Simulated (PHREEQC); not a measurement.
Dissolve 0.0021 mol CuSO4, 0.21 mol NaH2PO4 and 5.9e-05 mol NaCl per kg of water at 10 °C. Closed to the air; pH follows from the charge balance.

Equilibrium calculation in PHREEQC: ion-association model, wateq4f.dat.

Problem. The ionic strength comes out as 0.218 mol/kgw. What activity coefficients do NaHPO4-, NaSO4-, H2PO4-, Na+, SO4-2 get?

Solution. NaHPO4- 0.74, NaSO4- 0.74, H2PO4- 0.74, Na+ 0.74, SO4-2 0.29.

No solid was allowed to form. H3PO4, which wateq4f.dat lacks, is added to it with the constant of phreeqc.dat. Constants without temperature data keep their 25 °C values here. The database has no phosphate complexes of Cu.
